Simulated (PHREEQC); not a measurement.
1 kg of water holding 7.1 mmol/kgw KCl, 4.1 mmol/kgw KHCO3 and 170 mmol/kgw K2SO4 is evaporated at 30 °C; the solids stay in contact with the brine. CO2 is held at log p = -3.4 (atm). Solids allowed: Arcanite, Kalicinite, Misenite, Sylvite. Others were left out.

All values are PHREEQC results (Pitzer model, pitzer.dat), not measurements.

Q: Predict C in solution (mol/kgw) at water left (kg) = 0.4563, 0.3751, 0.2082, 0.1156, 0.0241.

A: 
| water left (kg) | C in solution (mol/kgw) |
|---|---|
| 0.4563 | 0.00801 |
| 0.3751 | 0.00957 |
| 0.2082 | 0.0163 |
| 0.1156 | 0.0275 |
| 0.0241 | 0.111 |
